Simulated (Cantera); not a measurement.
Feed: 1 mol B, 7.2 mol H2O, at 0.310 bar.

Cantera equilibrium calculation (NASA polynomials, part measured and part estimated; ideal gas, pure solids and liquids). Candidate condensed phases: B, B2O3, B3O3H3, H2O; 23 gas species. Gases not in the tables: H3BO3. Rates play no part.

x: gas mole fraction; n: condensed amount in mol.

| T (K) | x H2O | x H2 | x HBO2 | x (HBO2)3 | n B2O3(l) |
|---|---|---|---|---|---|
| 900 | 0.772 | 0.210 | 3.98e-6 | 0.0182 | ___ |
| 1000 | 0.780 | 0.209 | 4.16e-5 | 0.0107 | ___ |
| 1100 | 0.784 | 0.209 | 0.000277 | 0.00675 | 0.426 |
| 1200 | 0.785 | 0.209 | 0.00132 | 0.00453 | 0.446 |
| 1300 | 0.784 | 0.208 | 0.00489 | 0.00318 | 0.448 |
| 1400 | 0.776 | 0.207 | 0.0148 | 0.00231 | 0.421 |
| 1500 | 0.756 | 0.205 | 0.0379 | 0.00169 | ___ |
| 1600 | 0.715 | 0.200 | 0.0841 | 0.00122 | ___ |
| 1700 | 0.677 | 0.195 | 0.126 | 0.000379 | 0 |
| 1800 | 0.677 | 0.195 | 0.126 | 4.65e-5 | 0 |
| 1900 | 0.677 | 0.194 | 0.125 | 7.06e-6 | 0 |
| 2000 | 0.677 | 0.194 | 0.125 | 1.30e-6 | 0 |

Some entries are withheld; supply them.


- 900, n B2O3(l): 0.305
- 1000, n B2O3(l): 0.385
- 1500, n B2O3(l): 0.342
- 1600, n B2O3(l): 0.166
